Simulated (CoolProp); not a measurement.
Model: reference Helmholtz-energy equation of state, de Reuck 1993, in CoolProp.

Task: For methanol, give the phase and the cp (kJ/(kg K)), speed of sound (m/s), fugacity coefficient at 556.8 K and 1370 kPa.

Result: 
- 556.8 K and 1370 kPa: gas; cp 2.21, speed of sound 394, fugacity coefficient 0.962
